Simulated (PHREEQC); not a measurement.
Make-up at 13 °C: 0.003 mol HF, 5.1e-05 mol NH4HF2 and 0.018 mol H2SiF6 per kg of water. Closed to the air; pH follows from the charge balance.

Equilibrium calculation in PHREEQC: ion-association model, phreeqc.dat.

```json
[
 {"quantity": "pH", "before": "1.52", "after": "1.53"},
 {"quantity": "ionic strength (mol/kgw)", "before": "0.0532", "after": "0.0610"},
 {"quantity": "HF (mol/kgw)", "before": "0.00491", "after": "0.00432"},
 {"quantity": "H4SiO4 (mol/kgw)", "before": "0.000330", "after": "0.000729"},
 {"quantity": "F- (mol/kgw)", "before": "0.000167", "after": "0.000153"},
 {"quantity": "HF2- (mol/kgw)", "before": "2.80e-6", "after": "2.27e-6"},
 {"quantity": "SI of Chalcedony (SiO2)", "before": "+0.22", "after": "+0.57"}
]
```

Problem. Which change was made?
A) diluted 5-fold with water
B) HF replaced by Na2SiF6 at the same molality
C) NH4HF2 from 5.1e-05 to 5.61e-05 mol/kgw
D) NH4HF2 left out

Solution. B, HF replaced by Na2SiF6 at the same molality

No solid was allowed to form. Some of these states are supersaturated (in Quartz (slow to form), Chalcedony (slow to form), for instance). Constants without temperature data keep their 25 °C values here. SiF6-2 is the database's only silicon fluoride.
